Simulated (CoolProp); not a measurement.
Aqueous calcium chloride as a coolant, at 35 °C, 1 atm.

Values from CoolProp's Melinder's fits for secondary coolants.

| mass % | freezing point (°C) | viscosity (mPa s) | density (kg/m³) | cp (kJ/(kg K)) | conductivity (W/(m K)) |
|---|---|---|---|---|---|
| 1.3 | -0.6 | 0.753 | 1004 | 4.105 | 0.622 |
| 4.5 | -2.1 | 0.821 | 1031 | 3.935 | 0.618 |
| 7.7 | -4.0 | 0.889 | 1060 | 3.764 | 0.614 |
| 10.8 | -6.6 | 0.970 | 1089 | 3.597 | 0.610 |
| 14 | -9.9 | 1.08 | 1119 | 3.428 | 0.605 |
| 17.2 | -13.9 | 1.23 | 1148 | 3.269 | 0.601 |
| 20.3 | -18.8 | 1.43 | 1176 | 3.131 | 0.596 |
| 23.5 | -25.2 | 1.70 | 1206 | 3.009 | 0.591 |
